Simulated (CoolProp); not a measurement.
Model: reference Helmholtz-energy equation of state, Leachman 2009, in CoolProp.

Task: For normal hydrogen, give the phase and the conductivity (mW/(m K)), Prandtl number at -227.75 °C and 1.53 MPa; -112.35 °C and 1.53 MPa.

Result: 
- -227.75 °C and 1.53 MPa: supercritical; conductivity 44.8, Prandtl number 0.827
- -112.35 °C and 1.53 MPa: supercritical; conductivity 111, Prandtl number 0.683

Viscosity comes from a separate model (Muzny 2013). Thermal conductivity comes from a separate model (Assael 2011).
